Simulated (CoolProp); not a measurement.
Vapour-liquid equilibrium of CHF3 (R23) (1) + CH2F2 (R32) (2) at 1.19 MPa; x and y are mole fractions of (1).

Values from CoolProp's multi-fluid Helmholtz-energy mixture model, Penoncello 2003 and Tillner-Roth 1997; pair parameters Bell 2016.

Task: Give the bubble temperature and the first vapour's composition at x = 0.15, 0.25, 0.55. Is there an azeotrope?

Result: x = 0.15: 4.5 °C, y = 0.296; x = 0.25: -0.3 °C, y = 0.448; x = 0.55: -12.2 °C, y = 0.757. No azeotrope shows between x = 0.05 and 0.95.

The pair parameters rest on a limited set of measurements; away from them the model extrapolates.
